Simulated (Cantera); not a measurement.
**Transport properties of process gases**

Gas mixture: 100 % C2H4, at 2.48 Torr, frozen composition.

Cantera's kinetic-theory transport with the Lennard-Jones parameters of GRI-Mech 3.0, ideal gas; thermal conductivity in the multicomponent form. The composition is frozen, though it would react at the higher temperatures.

```
T (K)  ρ (kg/m³)  cp (J/kg/K)  μ (µPa s)  λ (mW/m/K)     Pr  D (cm²/s) H  D (cm²/s) C2H2  D (cm²/s) N2
-----  ---------  -----------  ---------  ----------  -----  -----------  --------------  ------------
400      0.00278         1877       13.3        33.5  0.748          474            66.2          83.7
600      0.00186         2529       19.1        64.4  0.750          985             140           172
800      0.00139         2991       24.1        96.0  0.750         1630             233           282
1000     0.00111         3354       28.5         128  0.749         2390             343           412
1200    0.000928         3625       32.5         158  0.748         3260             470           560
1400    0.000795         3836       36.2         186  0.746         4230             610           726
1600    0.000696         4000       39.7         213  0.745         5290             765           907
1800    0.000619         4126       42.9         238  0.744         6440             932          1100
```
D: mixture-averaged diffusion coefficient of that species in the mixture.
